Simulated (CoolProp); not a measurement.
Vapour-liquid equilibrium of carbon dioxide (1) + hydrogen sulfide (2) at 269.4 K; x and y are mole fractions of (1).

The numbers come from the multi-fluid Helmholtz-energy mixture model, Span 1996 and Lemmon 2006; pair parameters Kunz 2012 in CoolProp.

```json
[
 {"x": "0.05", "bubble pressure, mixture model (MPa)": "1.175", "bubble pressure, Raoult's law (MPa)": "1.035", "y, mixture model": "…", "y, Raoult's law": "0.152"},
 {"x": "0.2", "bubble pressure, mixture model (MPa)": "1.771", "bubble pressure, Raoult's law (MPa)": "1.369", "y, mixture model": "…", "y, Raoult's law": "0.460"},
 {"x": "0.35", "bubble pressure, mixture model (MPa)": "2.174", "bubble pressure, Raoult's law (MPa)": "1.703", "y, mixture model": "0.646", "y, Raoult's law": "0.648"},
 {"x": "0.5", "bubble pressure, mixture model (MPa)": "2.464", "bubble pressure, Raoult's law (MPa)": "2.038", "y, mixture model": "0.722", "y, Raoult's law": "0.773"},
 {"x": "0.65", "bubble pressure, mixture model (MPa)": "2.703", "bubble pressure, Raoult's law (MPa)": "2.372", "y, mixture model": "0.789", "y, Raoult's law": "0.864"},
 {"x": "0.8", "bubble pressure, mixture model (MPa)": "2.918", "bubble pressure, Raoult's law (MPa)": "2.706", "y, mixture model": "…", "y, Raoult's law": "0.932"},
 {"x": "0.95", "bubble pressure, mixture model (MPa)": "…", "bubble pressure, Raoult's law (MPa)": "3.040", "y, mixture model": "0.961", "y, Raoult's law": "0.985"}
]
```

Q: Fill in the missing entries.

A: 
- 0.05, y, mixture model: 0.229
- 0.2, y, mixture model: 0.525
- 0.8, y, mixture model: 0.865
- 0.95, bubble pressure, mixture model (MPa): 3.102

The largest gap from Raoult's law is +29.4 % in bubble pressure, at x = 0.2. No azeotrope shows between x = 0.05 and 0.95.

Pair parameters are fitted to limited data, so mixtures are less certain than the pure fluids.
